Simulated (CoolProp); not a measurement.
Vapour-liquid equilibrium of carbon dioxide (1) + R142b (2) at 223.7 K; x and y are mole fractions of (1).

The numbers come from the multi-fluid Helmholtz-energy mixture model, Span 1996 and Lemmon 2006; pair parameters Bell 2016 in CoolProp.

```json
[
 {"x": "0.05", "bubble pressure (bar)": "0.4230", "y at the bubble point": "0.684", "dew pressure at overall composition x (bar)": "0.1463", "liquid density (mol/L)": "13.12"},
 {"x": "0.125", "bubble pressure (bar)": "0.9094", "y at the bubble point": "0.863", "dew pressure at overall composition x (bar)": "0.1586", "liquid density (mol/L)": "13.72"},
 {"x": "0.2", "bubble pressure (bar)": "1.447", "y at the bubble point": "0.920", "dew pressure at overall composition x (bar)": "0.1731", "liquid density (mol/L)": "14.36"},
 {"x": "0.275", "bubble pressure (bar)": "2.010", "y at the bubble point": "0.947", "dew pressure at overall composition x (bar)": "0.1906", "liquid density (mol/L)": "15.05"},
 {"x": "0.35", "bubble pressure (bar)": "2.578", "y at the bubble point": "0.962", "dew pressure at overall composition x (bar)": "0.2120", "liquid density (mol/L)": "15.79"},
 {"x": "0.425", "bubble pressure (bar)": "3.134", "y at the bubble point": "0.972", "dew pressure at overall composition x (bar)": "0.2387", "liquid density (mol/L)": "16.60"},
 {"x": "0.5", "bubble pressure (bar)": "3.667", "y at the bubble point": "0.979", "dew pressure at overall composition x (bar)": "0.2731", "liquid density (mol/L)": "17.48"},
 {"x": "0.575", "bubble pressure (bar)": "4.175", "y at the bubble point": "0.983", "dew pressure at overall composition x (bar)": "0.3192", "liquid density (mol/L)": "18.43"},
 {"x": "0.65", "bubble pressure (bar)": "4.662", "y at the bubble point": "0.987", "dew pressure at overall composition x (bar)": "0.3840", "liquid density (mol/L)": "19.48"},
 {"x": "0.725", "bubble pressure (bar)": "5.135", "y at the bubble point": "0.990", "dew pressure at overall composition x (bar)": "0.4820", "liquid density (mol/L)": "20.64"},
 {"x": "0.8", "bubble pressure (bar)": "5.607", "y at the bubble point": "0.993", "dew pressure at overall composition x (bar)": "0.6474", "liquid density (mol/L)": "21.92"},
 {"x": "0.875", "bubble pressure (bar)": "6.093", "y at the bubble point": "0.996", "dew pressure at overall composition x (bar)": "0.9873", "liquid density (mol/L)": "23.36"},
 {"x": "0.95", "bubble pressure (bar)": "6.609", "y at the bubble point": "0.998", "dew pressure at overall composition x (bar)": "2.098", "liquid density (mol/L)": "24.98"}
]
```

No azeotrope shows between x = 0.05 and 0.95.

The pair parameters rest on a limited set of measurements; away from them the model extrapolates. The gap from Raoult's law changes sign with composition, which may be real or a fault of the pair parameters; it wasn't checked against measurements.
